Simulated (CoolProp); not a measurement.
Properties of propane at several states.

The numbers come from the reference Helmholtz-energy equation of state, Lemmon 2009 in CoolProp.

| T (K) | p (MPa) | phase | density (kg/m³) | cp (kJ/(kg K)) |
|---|---|---|---|---|
| 250.5 | 0.255 | liquid | … | … |
| 504.2 | 7.16 | supercritical | 93.48 | 2.976 |
| 331.8 | 1.71 | gas | 35.92 | … |
| 595.8 | 0.0146 | gas | 0.1300 | … |
| 429.6 | 0.566 | gas | 7.190 | … |

Question: Some entries are withheld; supply them.

Answer: 
- 250.5, density (kg/m³): 557.8
- 250.5, cp (kJ/(kg K)): 2.345
- 331.8, cp (kJ/(kg K)): 2.361
- 595.8, cp (kJ/(kg K)): 2.896
- 429.6, cp (kJ/(kg K)): 2.288
